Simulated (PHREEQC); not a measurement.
Solution (78 °C): 18 mmol/kgw NaHCO3 and 75 mmol/kgw NaCl. Closed to the air; pH follows from the charge balance.

All values are PHREEQC results (ion-association model, wateq4f.dat), not measurements.

No solid was allowed to form.

Problem. Order these C species by the share of C that they hold, largest first: CO2, NaHCO3, NaCO3-, CO3-2, HCO3-.

Solution. HCO3- (90 %), CO2 (3.9 %), NaCO3- (3.2 %), NaHCO3 (2.7 %), CO3-2 (0.55 %)

The pH is 7.58 and the ionic strength 0.0920 mol/kgw. Complexes and solids missing from the database can't appear. Away from 25 °C the constants follow the database's enthalpies or fits; those with neither stay at their 25 °C values.
